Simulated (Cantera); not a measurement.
A perfectly stirred reactor is fed with CH4 : H2 = 1 : 11 (molar parts), at 1.88 Torr; it is held at 1600 K, and followed from long to short residence time.

Computed with Cantera and GRI-Mech 3.0 (53 species, 325 reactions). GRI-Mech 3.0 stops at C3 and has no aromatics, soot or wall deposition, so with more carbon than oxygen in the feed, carbon stays in small species such as C2H2 where larger ones or solid carbon would form. Radical loss at walls, strong at low pressure, is not modelled.

Question: What does this change do: pressure from 1.88 Torr to 34.5 Torr?

Answer: 
```json
[
 {"quantity": "x(CH4) at τ = 0.310 s", "before": "0.0822", "after": "0.0714"},
 {"quantity": "x(H2) at τ = 0.310 s", "before": "0.917", "after": "0.923"},
 {"quantity": "x(C2H6) at τ = 0.310 s", "before": "2.06e-6", "after": "9.38e-6"},
 {"quantity": "x(CH3) at τ = 0.310 s", "before": "0.000361", "after": "0.000291"},
 {"quantity": "x(C2H4) at τ = 0.310 s", "before": "0.000105", "after": "0.000203"},
 {"quantity": "x(CH4) at τ = 13.0 ms", "before": "0.0833", "after": "0.0829"},
 {"quantity": "x(H2) at τ = 13.0 ms", "before": "0.917", "after": "0.917"},
 {"quantity": "x(C2H6) at τ = 13.0 ms", "before": "3.15e-9", "after": "4.89e-6"},
 {"quantity": "x(CH3) at τ = 13.0 ms", "before": "1.52e-5", "after": "0.000191"},
 {"quantity": "x(C2H4) at τ = 13.0 ms", "before": "2.37e-8", "after": "5.11e-5"}
]
```
